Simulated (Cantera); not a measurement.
Cantera run, input and output.

```python
import numpy as np
import cantera as ct

gas = ct.Solution("SiF4_NH3_mec.yaml", "gas")
gas.TPX = 1575, 10000, {'NH3': 1, 'N2': 0.23}
inlet = ct.Reservoir(gas, clone=True)

reactor = ct.IdealGasConstPressureReactor(gas, energy="off", clone=False)
exhaust = ct.Reservoir(gas, clone=True)
tau = [3.4, 0.78, 0.18, 0.041, 0.0094, 0.0022, 0.00049][0]
for a, b in ((inlet, reactor), (reactor, exhaust)):
    ct.MassFlowController(a, b, mdot=lambda t: reactor.mass / tau)
net = ct.ReactorNet([reactor])
show = ['NH3', 'NH2', 'H', 'NH', 'N2', 'N2H2']

rows = []
print(f"{'tau/s':>10s}{'T/K':>9s}" + "".join(f"{s:>11s}" for s in show))
for tau in [3.4, 0.78, 0.18, 0.041, 0.0094, 0.0022, 0.00049]:
    net.initial_time = 0.0
    net.advance(30 * tau)
    before = gas.X
    net.advance(40 * tau)
    drift = np.max(np.abs(gas.X - before) / (gas.X + 1e-9))
    rows.append([gas.T, *gas[show].X, drift])
    print(f"{tau:10.3e}{gas.T:9.1f}" + "".join(f"{x:11.3e}" for x in gas[show].X))
```

It prints:

```
     tau/s      T/K        NH3        NH2          H         NH         N2       N2H2
 3.400e+00   1575.0  7.426e-01  1.019e-04  3.432e-06  3.774e-07  1.991e-01  9.119e-07
 7.800e-01   1575.0  7.957e-01  1.086e-04  8.524e-07  3.101e-07  1.899e-01  1.020e-06
 1.800e-01   1575.0  8.091e-01  1.075e-04  1.974e-07  2.525e-07  1.876e-01  9.746e-07
 4.100e-02   1575.0  8.123e-01  9.091e-05  4.019e-08  1.832e-07  1.871e-01  6.894e-07
 9.400e-03   1575.0  8.129e-01  4.150e-05  6.674e-09  5.016e-08  1.870e-01  1.390e-07
 2.200e-03   1575.0  8.130e-01  1.023e-05  3.623e-09  3.687e-09  1.870e-01  7.582e-09
 4.900e-04   1575.0  8.130e-01  2.280e-06  3.470e-09  1.604e-10  1.870e-01  2.873e-10
```

Model: the gas-phase N/H chemistry of the illustrative SiF4/NH3 mechanism in the Surface Chemkin manual (1991), integrated in Cantera. Walls and surfaces, which speed up NH3 decomposition in real reactors, are not modelled.
